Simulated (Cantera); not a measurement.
An adiabatic, constant-pressure homogeneous reactor starts with CO : H2 : O2 : N2 = 1 : 0.36 : 1.1 : 4.12 (molar parts), equivalence ratio 0.62, at 1725 K and 4.93 atm. Integrator tolerance rtol = 1e-08.

Model: GRI-Mech 3.0 (53 species, 325 reactions), integrated in Cantera. The hydrogen kinetics of GRI-Mech 3.0 are dated; newer H2 mechanisms differ, most at raised pressure.

Question: What does this change do: pressure from 4.93 atm to 10.9 atm?

Answer: 
```
quantity                                                            before                                    after
---------------------------------  ---------------------------------------  ---------------------------------------
time of steepest temperature rise                                  2.59 µs                                  1.19 µs
temperature at 0.200 s                                              2819 K                                   2867 K
equilibrium temperature                                             2819 K                                   2867 K
x(CO) at 0.200 s                     0.0357 (gas-phase equilibrium 0.0357)    0.0310 (gas-phase equilibrium 0.0310)
x(H2) at 0.200 s                   0.00198 (gas-phase equilibrium 0.00198)  0.00166 (gas-phase equilibrium 0.00166)
x(O2) at 0.200 s                     0.0716 (gas-phase equilibrium 0.0716)    0.0696 (gas-phase equilibrium 0.0696)
x(NO) at 0.200 s                     0.0204 (gas-phase equilibrium 0.0204)    0.0215 (gas-phase equilibrium 0.0215)
x(HO2) at 0.200 s                  1.41e-5 (gas-phase equilibrium 1.41e-5)  1.88e-5 (gas-phase equilibrium 1.88e-5)
x(NO2) at 0.200 s                  1.76e-5 (gas-phase equilibrium 1.76e-5)  2.62e-5 (gas-phase equilibrium 2.62e-5)
x(OH) at 0.200 s                     0.0127 (gas-phase equilibrium 0.0127)    0.0118 (gas-phase equilibrium 0.0118)
```

Question: What does this change do: constant volume in place of constant pressure?

Answer: 
```
quantity                                                            before                                    after
---------------------------------  ---------------------------------------  ---------------------------------------
time of steepest temperature rise                                  2.59 µs                                  2.60 µs
temperature at 0.200 s                                              2819 K                                   2947 K
equilibrium temperature                                             2819 K                                   2947 K
x(CO) at 0.200 s                     0.0357 (gas-phase equilibrium 0.0357)    0.0436 (gas-phase equilibrium 0.0436)
x(H2) at 0.200 s                   0.00198 (gas-phase equilibrium 0.00198)  0.00239 (gas-phase equilibrium 0.00239)
x(O2) at 0.200 s                     0.0716 (gas-phase equilibrium 0.0716)    0.0721 (gas-phase equilibrium 0.0721)
x(NO) at 0.200 s                     0.0204 (gas-phase equilibrium 0.0204)    0.0241 (gas-phase equilibrium 0.0241)
x(HO2) at 0.200 s                  1.41e-5 (gas-phase equilibrium 1.41e-5)  2.00e-5 (gas-phase equilibrium 2.00e-5)
x(NO2) at 0.200 s                  1.76e-5 (gas-phase equilibrium 1.76e-5)  2.38e-5 (gas-phase equilibrium 2.38e-5)
x(OH) at 0.200 s                     0.0127 (gas-phase equilibrium 0.0127)    0.0149 (gas-phase equilibrium 0.0149)
```

Question: What does this change do: pressure from 4.93 atm to 2.86 atm?

Answer: 
```json
[
 {"quantity": "time of steepest temperature rise", "before": "2.59 µs", "after": "4.50 µs"},
 {"quantity": "temperature at 0.200 s", "before": "2819 K", "after": "2784 K"},
 {"quantity": "equilibrium temperature", "before": "2819 K", "after": "2784 K"},
 {"quantity": "x(CO) at 0.200 s", "before": "0.0357 (gas-phase equilibrium 0.0357)", "after": "0.0389 (gas-phase equilibrium 0.0389)"},
 {"quantity": "x(H2) at 0.200 s", "before": "0.00198 (gas-phase equilibrium 0.00198)", "after": "0.00221 (gas-phase equilibrium 0.00221)"},
 {"quantity": "x(O2) at 0.200 s", "before": "0.0716 (gas-phase equilibrium 0.0716)", "after": "0.0730 (gas-phase equilibrium 0.0730)"},
 {"quantity": "x(NO) at 0.200 s", "before": "0.0204 (gas-phase equilibrium 0.0204)", "after": "0.0196 (gas-phase equilibrium 0.0196)"},
 {"quantity": "x(HO2) at 0.200 s", "before": "1.41e-5 (gas-phase equilibrium 1.41e-5)", "after": "1.15e-5 (gas-phase equilibrium 1.15e-5)"},
 {"quantity": "x(NO2) at 0.200 s", "before": "1.76e-5 (gas-phase equilibrium 1.76e-5)", "after": "1.34e-5 (gas-phase equilibrium 1.34e-5)"},
 {"quantity": "x(OH) at 0.200 s", "before": "0.0127 (gas-phase equilibrium 0.0127)", "after": "0.0133 (gas-phase equilibrium 0.0133)"}
]
```
